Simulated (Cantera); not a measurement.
A Cantera script and what it prints.

```python
import numpy as np
import cantera as ct

gas_names = """
    LiCL H2 HCL
""".split()
cond_names = """
    Li(cr) Li(L)
""".split()


# ... load() reads the species with a 1 bar reference pressure and builds the phases ...
species = {s.name: s for s in load("nasa_gas.yaml", gas_names) + load("nasa_condensed.yaml", cond_names)}
# Each term lists the table entries of one substance; the one whose range holds T is used.
reactions = {
    '2 LiCl(g) + H2(g) = 2 Li + 2 HCl(g)':
        [(-2, ['LiCL']), (-1, ['H2']), (2, ['Li(cr)', 'Li(L)']), (2, ['HCL'])],
}


def pick(names, T):
    return next(species[n] for n in names if species[n].thermo.min_temp <= T <= species[n].thermo.max_temp)


results = []
for label, terms in reactions.items():
    print(label)
    print("     T/K   dH/kJ  dS/(J/K)   dG/kJ   log10 K")
    for T in [1275, 1375, 1475, 1575, 1675, 1775, 1875, 1975]:
        used = [(nu, pick(names, T)) for nu, names in terms]
        dH = sum(nu * s.thermo.h(T) for nu, s in used) / 1e6
        dS = sum(nu * s.thermo.s(T) for nu, s in used) / 1e3
        dG = dH - T * dS / 1e3
        logK = -dG * 1e6 / (ct.gas_constant * T * np.log(10))
        results.append((label, T, dH, dS, dG, logK, [s.name for _, s in used]))
        print(f"{T:8g} {dH:8.1f} {dS:8.1f} {dG:8.1f} {logK:8.2f}")
```

It prints:

```
2 LiCl(g) + H2(g) = 2 Li + 2 HCl(g)
     T/K   dH/kJ  dS/(J/K)   dG/kJ   log10 K
    1275    228.3    -88.5    341.2   -13.98
    1375    230.1    -87.2    349.9   -13.29
    1475    231.9    -85.9    358.6   -12.70
    1575    233.7    -84.7    367.1   -12.18
    1675    235.6    -83.5    375.5   -11.71
    1775    237.6    -82.4    383.8   -11.29
    1875    239.7    -81.2    392.0   -10.92
    1975    241.9    -80.1    400.1   -10.58
```

Cantera with NASA thermochemical tables; ideal gases at 1 bar, condensed phases pure. Condensed species are held in their standard states even where they would react or evaporate.
